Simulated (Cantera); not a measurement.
A closed system holds: 1 mol SiCl4, 7.3 mol H2, equilibrated at 100000 Pa.

These are equilibrium values from Cantera (NASA tables, ideal gas, pure condensed phases), not measurements of a reactor. Candidate condensed phases: Si; 19 gas species. The tables' values for SiCl3 are old estimates; treat these amounts as uncertain. The numbers say what is thermodynamically allowed, not how fast it happens.

x: gas mole fraction; nothing condenses.

```
T (K)   x H2  x SiCl4    x HCl  x SiHCl3   x SiCl3  x SiH2Cl2   x SiCl2
-----  -----  -------  -------  --------  --------  ---------  --------
600    0.878    0.119  0.00169   0.00169   5.73e-9          …    <1e-12
650    0.877    0.118  0.00290   0.00289   5.14e-8          …  1.44e-11
700    0.875    0.116  0.00457   0.00454   3.34e-7          …  3.18e-10
750    0.873    0.114  0.00673   0.00667   1.69e-6          …   4.61e-9
800    0.870    0.111  0.00942   0.00928   6.89e-6          …   4.75e-8
850    0.867    0.108   0.0126    0.0123   2.37e-5          …   3.69e-7
900    0.863    0.104   0.0163    0.0157   7.05e-5          …   2.27e-6
950    0.859    0.100   0.0204    0.0194  0.000185          …   1.14e-5
1000   0.855   0.0962   0.0250    0.0232  0.000437          …   4.80e-5
1050   0.850   0.0915   0.0300    0.0269  0.000936          …  0.000173
1100   0.844   0.0865   0.0357    0.0302   0.00184          …  0.000543
1150   0.838   0.0810   0.0422    0.0326   0.00330          …   0.00147
```

Question: Some entries are withheld; supply them.

Answer: 
- 600, x SiH2Cl2: 1.21e-6
- 650, x SiH2Cl2: 4.12e-6
- 700, x SiH2Cl2: 1.17e-5
- 750, x SiH2Cl2: 2.87e-5
- 800, x SiH2Cl2: 6.27e-5
- 850, x SiH2Cl2: 0.000124
- 900, x SiH2Cl2: 0.000225
- 950, x SiH2Cl2: 0.000381
- 1000, x SiH2Cl2: 0.000604
- 1050, x SiH2Cl2: 0.000901
- 1100, x SiH2Cl2: 0.00126
- 1150, x SiH2Cl2: 0.00165
